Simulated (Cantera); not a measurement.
# acetone + CO₂ (carbon deposition, reforming and gasification)

Input: 1 mol acetone, 0.057 mol CO₂, at 68000 Pa.

These are equilibrium values from Cantera (NASA tables, ideal gas, pure condensed phases), not measurements of a reactor. Candidate condensed phases: C, C₆H₆, C₇H₈, C₈H₁₈, H₂O; 110 gas species. The feed counts by its element totals alone. Kinetics and transport are ignored.

```csv
T (°C),x H₂,x CO,x CH₄,x H₂O,x CO₂,x H,x C₂H₂ (acetylene),x CH₃,n C(graphite)
925,0.722,0.268,0.00568,0.00349,0.000950,1.96e-7,7.14e-8,2.94e-8,1.94
1000,0.725,0.270,0.00336,0.00158,0.000356,7.36e-7,2.69e-7,6.65e-8,1.94
1075,0.726,0.271,0.00209,0.000780,0.000148,2.39e-6,8.74e-7,1.37e-7,1.94
1150,0.727,0.271,0.00137,0.000413,6.79e-5,6.87e-6,2.50e-6,2.60e-7,1.94
1225,0.728,0.271,0.000935,0.000234,3.37e-5,1.78e-5,6.41e-6,4.63e-7,1.94
1300,0.728,0.271,0.000662,0.000139,1.79e-5,4.21e-5,1.50e-5,7.78e-7,1.94
1375,0.728,0.271,0.000483,8.74e-5,1.01e-5,9.22e-5,3.26e-5,1.25e-6,1.94
1450,0.729,0.271,0.000363,5.70e-5,6.04e-6,0.000189,6.59e-5,1.91e-6,1.94
```
x: gas mole fraction; n: condensed amount in mol.

From 925 °C to 1450 °C the condensed part is C(graphite). The main C-bearing gas is CO throughout.
